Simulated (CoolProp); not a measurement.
Vapour-liquid equilibrium of R143a (1) + R134a (2) at 3.35 °C; x and y are mole fractions of (1).

Values from CoolProp's multi-fluid Helmholtz-energy mixture model, Lemmon and Jacobsen 2000 and Tillner-Roth 1994; pair parameters Lemmon 2004.

```tsv
x	bubble pressure, mixture model (bar)	bubble pressure, Raoult's law (bar)	y, mixture model	y, Raoult's law
0.05	3.471	3.479	0.092	0.099
0.125	3.729	3.746	0.214	0.229
0.2	3.989	4.014	0.322	0.342
0.275	4.249	4.282	0.418	0.441
0.35	4.512	4.549	0.504	0.528
0.425	4.776	4.817	0.581	0.606
0.5	5.041	5.085	0.651	0.675
0.575	5.309	5.352	0.715	0.738
0.65	5.578	5.620	0.774	0.794
0.725	5.850	5.887	0.829	0.846
0.8	6.124	6.155	0.880	0.893
0.875	6.400	6.423	0.927	0.936
0.95	6.680	6.690	0.972	0.975
```

The largest gap from Raoult's law is -0.9 % in bubble pressure, at x = 0.425. No azeotrope shows between x = 0.05 and 0.95.

Pair parameters are fitted to limited data, so mixtures are less certain than the pure fluids.
